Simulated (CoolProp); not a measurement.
Model: reference Helmholtz-energy equation of state, Bücker 2006, in CoolProp.

Q: Give the vapour pressure (kPa), liquid density (kg/m³), vapour density (kg/m³), liquid cp (kJ/(kg K)) of saturated isobutane at 277, 360.8 K.

A: 
| T (K) | p (kPa) | liquid density (kg/m³) | vapour density (kg/m³) | liquid cp (kJ/(kg K)) |
|---|---|---|---|---|
| 277 | 180 | 576 | 4.83 | 2.30 |
| 360.8 | 1570 | 456 | 42.6 | 3.07 |
